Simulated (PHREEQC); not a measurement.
Solution (20 °C): 0.003 mol ZnBr2 and 0.057 mol CuCl2 per kg of water. Closed to the air; pH follows from the charge balance.

The numbers come from PHREEQC with the ion-association model, wateq4f.dat.

Each row changes one thing in this solution. Precipitation was switched off in this run.

```tsv
case	pH	ionic strength (mol/kgw)	Cl- (mol/kgw)	Cu+2 (mol/kgw)	CuCl+ (mol/kgw)	CuCl2 (mol/kgw)	SI of Tenorite (CuO)	SI of Atacamite (Cu2(OH)3Cl)
as made	4.43	0.171	0.109	0.0527	0.00415	0.000118	-0.69	+1.13
diluted 100-fold with water	5.43	0.00179	0.00114	0.000566	1.13e-6	5.93e-10	-0.27	-0.89
diluted 5-fold with water	4.79	0.0354	0.0225	0.0111	0.000276	2.19e-6	-0.47	+0.60
ZnBr2 replaced by CaBr2 at the same molality	4.43	0.171	0.110	0.0527	0.00415	0.000118	-0.69	+1.13
CuCl2 from 0.057 to 0.0855 mol/kgw	4.35	0.248	0.162	0.0771	0.00804	0.000307	-0.74	+1.27
0.012 mol/kgw HF added	2.53	0.173	0.109	0.0520	0.00408	0.000115	-4.51	-4.59
```

Some of these states are supersaturated (in Atacamite, for instance).
